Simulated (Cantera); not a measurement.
An adiabatic, constant-volume homogeneous reactor starts with CH₃OH : O₂ : N₂ : H₂O = 1 : 2.88 : 10.8 : 1.9 (molar parts), at 1375 K and 19.0 bar. Integrator tolerance rtol = 1e-08.

Cantera simulation using GRI-Mech 3.0 (53 species, 325 reactions); the numbers are that mechanism's predictions, not measurements. GRI-Mech 3.0 was tuned for natural gas; its chemistry of methanol as a main component is partial and can be far from experiment. The pressure lies above the range GRI-Mech 3.0 was tuned for (to about 10 atm).

Task: What does this change do: pressure from 19.0 bar to 0.210 bar?

Result: 
```json
[
 {"quantity": "time of steepest temperature rise", "before": "68.3 µs", "after": "2.95 ms"},
 {"quantity": "temperature at 0.700 s", "before": "2509 K", "after": "2385 K"},
 {"quantity": "equilibrium temperature", "before": "2509 K", "after": "2385 K"},
 {"quantity": "x(CH₃OH) at 0.700 s", "before": "<1e-12 (gas-phase equilibrium <1e-12)", "after": "<1e-12 (gas-phase equilibrium <1e-12)"},
 {"quantity": "x(O₂) at 0.700 s", "before": "0.0734 (gas-phase equilibrium 0.0734)", "after": "0.0750 (gas-phase equilibrium 0.0750)"},
 {"quantity": "x(H₂O) at 0.700 s", "before": "0.223 (gas-phase equilibrium 0.223)", "after": "0.214 (gas-phase equilibrium 0.214)"},
 {"quantity": "x(CH₄) at 0.700 s", "before": "<1e-12 (gas-phase equilibrium <1e-12)", "after": "<1e-12 (gas-phase equilibrium <1e-12)"},
 {"quantity": "x(CH₂) at 0.700 s", "before": "<1e-12 (gas-phase equilibrium <1e-12)", "after": "<1e-12 (gas-phase equilibrium <1e-12)"},
 {"quantity": "x(H) at 0.700 s", "before": "0.000130 (gas-phase equilibrium 0.000130)", "after": "0.00157 (gas-phase equilibrium 0.00157)"}
]
```

Task: What does this change do: 0.96 parts H2 added?

Result: 
```
quantity                                                              before                                      after
---------------------------------  -----------------------------------------  -----------------------------------------
time of steepest temperature rise                                    68.3 µs                                    50.7 µs
temperature at 0.700 s                                                2509 K                                     2750 K
equilibrium temperature                                               2509 K                                     2750 K
x(CH₃OH) at 0.700 s                    <1e-12 (gas-phase equilibrium <1e-12)      <1e-12 (gas-phase equilibrium <1e-12)
x(O₂) at 0.700 s                       0.0734 (gas-phase equilibrium 0.0734)      0.0443 (gas-phase equilibrium 0.0443)
x(H₂O) at 0.700 s                        0.223 (gas-phase equilibrium 0.223)        0.264 (gas-phase equilibrium 0.264)
x(CH₄) at 0.700 s                      <1e-12 (gas-phase equilibrium <1e-12)      <1e-12 (gas-phase equilibrium <1e-12)
x(CH₂) at 0.700 s                      <1e-12 (gas-phase equilibrium <1e-12)      <1e-12 (gas-phase equilibrium <1e-12)
x(H) at 0.700 s                    0.000130 (gas-phase equilibrium 0.000130)  0.000671 (gas-phase equilibrium 0.000671)
```
